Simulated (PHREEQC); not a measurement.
0.048 g of hydrous ferric oxide (600 m²/g; 0.2 weak and 0.005 strong sites per Fe, Dzombak-Morel constants, diffuse double layer) in 1 kg of water with 0.005 mol/kgw of an inert sodium salt and 0.00037 mmol/kgw ZnSO4 and 0.22 mmol/kgw CaCl2, at 25 °C; the pH is set by adding NaOH or the inert anion's acid. Oxygen is held at 0.21 atm. The system is closed to CO2. Precipitation was switched off in this run.

Model: ion-association model, wateq4f.dat, run in PHREEQC.

| pH | S sorbed (%) | Zn sorbed (%) | Ca sorbed (%) | surface charge σ (C/m²) | surface potential ψ (mV) |
|---|---|---|---|---|---|
| 4 | 99.9 | 0.0 | 0.0 | 0.187 | 192 |
| 5 | [?] | 0.3 | 0.0 | 0.093 | 157 |
| 5.5 | 93.8 | 2.3 | 0.0 | 0.062 | 136 |
| 6.5 | 27.2 | 58.8 | 0.0 | 0.024 | [?] |
| 7 | 4.7 | 91.7 | 0.1 | 0.014 | [?] |
| 8 | 0.1 | 99.4 | 1.4 | 0.002 | 12 |
| 9 | 0.0 | 99.2 | 11.1 | -0.003 | [?] |
| 9.5 | 0.0 | 97.2 | 17.8 | -0.004 | -22 |
| 10.5 | 0.0 | 64.2 | 23.4 | -0.004 | -23 |
| 11 | 0.0 | 25.5 | 24.1 | -0.005 | -24 |
| 12 | 0.0 | 0.3 | 24.4 | -0.009 | -28 |

### Question
Some entries are withheld; supply them.

### Answer

- 5, S sorbed (%): 98.7
- 6.5, surface potential ψ (mV): 88
- 7, surface potential ψ (mV): 62
- 9, surface potential ψ (mV): -18
